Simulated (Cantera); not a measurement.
An isothermal, constant-pressure homogeneous reactor starts with 5.03 % H2, 95.0 % O2, at 1100 K and 1330 Pa.

Cantera simulation using the H2/O2 subset of GRI-Mech 3.0, which has no nitrogen chemistry; the numbers are that mechanism's predictions, not measurements. Radical loss at walls, strong at low pressure, is not modelled. The temperature is held fixed by assumption; the heat of reaction is taken as removed at once.

x: mole fraction; the columns are a selection and need not sum to one.

```
t (s)         x H2   x O2     x HO2      x OH       x O    x H2O2       x H
--------  --------  -----  --------  --------  --------  --------  --------
6.00e-5     0.0503  0.950  3.34e-10  9.23e-11  1.07e-10    <1e-12  2.53e-10
0.000330    0.0503  0.950       ___   1.59e-9   2.54e-9    <1e-12   1.70e-9
0.00181     0.0503  0.950       ___   2.30e-6   4.05e-6  2.57e-11   2.17e-6
0.00996   0.000782  0.920       ___   0.00225    0.0245   8.98e-8   0.00705
0.0548    0.000197  0.942       ___   0.00112   0.00603   9.53e-8  0.000842
0.301      1.04e-5  0.948       ___  0.000260  0.000327   5.34e-8   1.05e-5
1.65       4.99e-7  0.948       ___   5.85e-5   1.64e-5   1.26e-8   1.19e-7
9.10       4.27e-8  0.948       ___   1.74e-5   1.45e-6   2.24e-9   3.13e-9
50.0       5.56e-9  0.948       ___   6.34e-6   1.92e-7  3.92e-10  1.51e-10
```

Q: Some entries are withheld; supply them.

A: 
- 0.000330, x HO2: 1.85e-9
- 0.00181, x HO2: 4.38e-8
- 0.00996, x HO2: 4.73e-6
- 0.0548, x HO2: 3.21e-6
- 0.301, x HO2: 7.14e-7
- 1.65, x HO2: 6.96e-8
- 9.10, x HO2: 7.85e-9
- 50.0, x HO2: 2.04e-9
